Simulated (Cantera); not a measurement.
Input (Python, Cantera) and output of one run.

```python
import numpy as np
import cantera as ct

gas_names = """
    H HO2 H2 H2O H2O2 O OH O2 O3 Zr ZrO ZrO2
""".split()
cond_names = """
    H2O(s) H2O(L) Zr(a) Zr(b) Zr(L) ZrO2(a) ZrO2(b) ZrO2(L)
""".split()


# ... load() reads the species with a 1 bar reference pressure and builds the phases ...
atoms = {
    'ZrO2': {'Zr': 1, 'O': 2},
    'H2': {'H': 2},
}
top_T = {}  # K; cautious upper limits of use, not melting points


# ... equilibrate(T, P, feed) seeds the gas with the atoms and calls Mixture.equilibrate('TP', solver="vcs", rtol=1e-11, max_steps=5000) ...
results = []
feed = {'ZrO2': 1, 'H2': 770}  # mol
T = 1825  # K
P = 540  # Pa
mix = equilibrate(T, P, feed)
results.append((T, P, feed, dict(zip(mix.species_names, mix.species_moles))))
print(gas.report(threshold=1e-05))
for i in range(1, mix.n_phases):
    print(f"{mix.phase(i).name:16s} {mix.phase_moles(i):12.5e} mol")
```

Result:

```
       temperature   1825 K
          pressure   540 Pa
           density   7.1531e-05 kg/m^3
  mean mol. weight   2.01 kg/kmol
   phase of matter   gas

                          1 kg             1 kmol
                     ---------------   ---------------
          enthalpy        2.4012e+07        4.8265e+07  J
   internal energy        1.6463e+07        3.3091e+07  J
           entropy        1.1387e+05        2.2888e+05  J/K
    Gibbs function        -1.838e+08       -3.6944e+08  J
 heat capacity c_p             16673             33513  J/K
 heat capacity c_v             12536             25198  J/K

                      mass frac. Y      mole frac. X     chem. pot. / RT
                     ---------------   ---------------   ---------------
                 H         0.0029965         0.0059751            -12.21
                H2           0.99699           0.99402            -24.42
     [  +10 minor]        1.4729e-05        4.8186e-07

Zr(b)             0.00000e+00 mol
ZrO2(b)           9.99818e-01 mol
```

Cantera equilibrium calculation (NASA polynomials, part measured and part estimated; ideal gas, pure solids and liquids).
